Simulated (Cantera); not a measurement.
Input: 1 mol Fe, 0.3 mol SO2, a varied amount of CO, held at 1523 K and 1 atm.

These are equilibrium values from Cantera (NASA tables, ideal gas, pure condensed phases), not measurements of a reactor. Candidate condensed phases: C, Fe, Fe(CO)5, FeO, FeS, FeSO4, FeS2, Fe2O3, Fe2(SO4)3, Fe3O4, S; 25 gas species. Metal and sulfide melt together well below either melting point, which pure phases cannot show. Mutual solubility and eutectic melting of coexisting phases are not modelled. The tables' stoichiometric FeO is somewhat more stable than real wüstite, so its field is too wide. FeO, FeS: taken at fixed stoichiometry. Rates play no part.

log p: log10 of the partial pressure in bar; n: condensed amount in mol.

| n(CO) (mol) | log p CO | log p CO2 | log p COS | log p S2 | log p SO2 | log p CS2 | log p SO | n Fe(γ) | n FeO(s) | n FeS(l) |
|---|---|---|---|---|---|---|---|---|---|---|
| 1.2 | -0.06 | -0.86 | -3.35 | -4.65 | -5.66 | -6.46 | -5.99 | 0.266 | 0.435 | 0.299 |
| 1.6 | -0.06 | -0.86 | -3.35 | -4.65 | -5.66 | -6.46 | -5.99 | 0.321 | 0.380 | 0.299 |
| 2.2 | -0.06 | -0.86 | -3.35 | -4.65 | -5.66 | -6.46 | -5.99 | 0.404 | 0.298 | 0.299 |
| 3 | -0.06 | -0.86 | -3.35 | -4.65 | -5.66 | -6.46 | -5.99 | … | … | 0.299 |
| 4.1 | -0.06 | -0.86 | -3.35 | -4.65 | -5.66 | -6.46 | -5.99 | 0.666 | 0.0364 | 0.298 |
| 5.7 | -0.04 | -0.97 | -3.33 | -4.65 | -5.92 | -6.31 | -6.12 | 0.703 | 0 | 0.297 |
| 7.8 | -0.03 | -1.11 | -3.32 | -4.65 | -6.22 | -6.15 | -6.27 | 0.704 | 0 | 0.296 |
| 11 | -0.02 | -1.26 | -3.31 | -4.65 | -6.54 | -5.98 | -6.43 | 0.706 | 0 | 0.294 |
| 15 | -0.01 | … | -3.30 | -4.65 | … | … | … | 0.708 | 0 | 0.292 |
| 20 | -0.01 | -1.52 | -3.30 | -4.65 | -7.08 | -5.70 | -6.70 | 0.711 | 0 | 0.289 |

Question: Fill in the missing entries.

Answer: 
- 15, log p CO2: -1.39
- 15, log p SO2: -6.82
- 15, log p CS2: -5.83
- 15, log p SO: -6.57
- 3, n Fe(γ): 0.514
- 3, n FeO(s): 0.188
